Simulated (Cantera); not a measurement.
SiH₄ + Cl₂ + N₂ (silicon epitaxy and polysilicon growth)

Input: 1 mol SiH₄, 0.056 mol Cl₂, 49 mol N₂, equilibrated at 1175 K and 0.100 bar.

These are equilibrium values from Cantera (NASA tables, ideal gas, pure condensed phases), not measurements of a reactor. Candidate condensed phases: NH₄Cl, Si, Si₃N₄; 28 gas species. N₂ is the only nitrogen source here; it is nearly inert below about 1500 K, so the nitride shown seldom forms there in practice. The numbers say what is thermodynamically allowed, not how fast it happens.

| Quantity | Result |
|---|---|
| x(N₂) | 0.959 |
| x(H₂) | 0.0386 |
| x(HCl) | 0.00222 |
| n(Si₃N₄(s)) | 0.333 mol |
| gas amount | 50.39 mol |
| log10 activity of Si(s) (absent) | -4.58 |
